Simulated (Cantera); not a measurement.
Mixture: CH₄ : O₂ : N₂ : H₂O = 1 : 1.82 : 8.18 : 0.59 (molar parts), equivalence ratio 1.1, at 1.00 atm, adiabatic and at constant volume. Ignition delay is the time to a rise of 400 K.

Detailed kinetics in Cantera: GRI-Mech 3.0 (53 species, 325 reactions).

**Question.** What does this change do: pressure from 1.00 atm to 9.87 atm?

**Answer.** 
```tsv
quantity	before	after
delay at 1150 K	0.125 s	10.4 ms
delay at 1225 K	43.0 ms	4.18 ms
delay at 1300 K	15.8 ms	1.80 ms
delay at 1375 K	6.18 ms	0.818 ms
delay at 1450 K	2.57 ms	0.385 ms
delay at 1525 K	1.15 ms	0.186 ms
delay at 1600 K	0.556 ms	93.2 µs
apparent activation energy between 1450 and 1600 K	200 kJ/mol	180 kJ/mol
```

**Question.** What does this change do: constant pressure in place of constant volume?

**Answer.** 
```csv
quantity,before,after
delay at 1150 K,0.125 s,0.131 s
delay at 1225 K,43.0 ms,45.2 ms
delay at 1300 K,15.8 ms,16.7 ms
delay at 1375 K,6.18 ms,6.56 ms
delay at 1450 K,2.57 ms,2.73 ms
delay at 1525 K,1.15 ms,1.22 ms
delay at 1600 K,0.556 ms,0.589 ms
apparent activation energy between 1450 and 1600 K,200 kJ/mol,200 kJ/mol
```
